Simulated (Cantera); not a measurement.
A closed system holds: 1 mol toluene, 0.56 mol CO2, 0.3 mol N2, equilibrated at 0.00400 bar.

Method: chemical equilibrium by Gibbs-energy minimisation in Cantera with the NASA 1993 tables (ideal gas, pure condensed phases). Candidate condensed phases: C, C6H6, C7H8, C8H18, H2O; 136 gas species. Rates play no part. All values below are at 2748 K.

Base state: H 0.538, H2 0.251, CO 0.150, N2 0.0326, HCN 0.0112, C2H2 (acetylene) 0.00701, C3 0.00411, CN 0.00191 (mole fractions); condensed: C(graphite).

**Question.** What changes in the equilibrium state with this change: N2 from 0.3 to 12 mol?

**Answer.** 
| species | before | after |
|---|---|---|
| N2 | 0.0326 | 0.586 |
| H | 0.538 | 0.257 |
| H2 | 0.251 | 0.0574 |
| CO | 0.150 | 0.0564 |
| HCN | 0.0112 | 0.0228 |
| C2N2 | 9.80e-6 | 0.000176 |
| C4H2 | 8.14e-5 | 1.86e-5 |
| C2H2 (vinylidene) | 1.17e-5 | 2.67e-6 |
| C2H2 (acetylene) | 0.00701 | 0.00160 |
| CN | 0.00191 | 0.00811 |
| C(graphite), mol | 6.09 | 5.37 |
